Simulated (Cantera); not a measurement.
Charge: 1 mol Si2H6, a varied amount of O3, 0.34 mol H2, held at 798 K and 0.00210 bar.

Cantera equilibrium calculation (NASA polynomials, part measured and part estimated; ideal gas, pure solids and liquids). Candidate condensed phases: H2O, Si, SiO2; 18 gas species. The feed counts by its element totals alone. Equilibrium is a limit: real reactors are often held back by kinetics, nucleation or transport.

Q: Which condensed phases are stable at each of these points (n(O3) (mol)): 1.2, 1.4, 1.7, 2, 2.4, 2.9, 3.5, 4.3, 5.1?

A: 
```tsv
n(O3) (mol)	condensed phases	Si condensed (%)
1.2	Si(s) + SiO2(α-quartz)	100.0
1.4	SiO2(α-quartz)	100.0
1.7	SiO2(α-quartz)	100.0
2	SiO2(α-quartz)	100.0
2.4	SiO2(α-quartz)	100.0
2.9	SiO2(α-quartz)	100.0
3.5	SiO2(α-quartz)	100.0
4.3	SiO2(α-quartz)	100.0
5.1	SiO2(α-quartz)	100.0
```

At 1.2 mol O3 the condensed part is Si(s) + SiO2(α-quartz). From 1.4 mol O3 to 5.1 mol O3 the condensed part is SiO2(α-quartz).
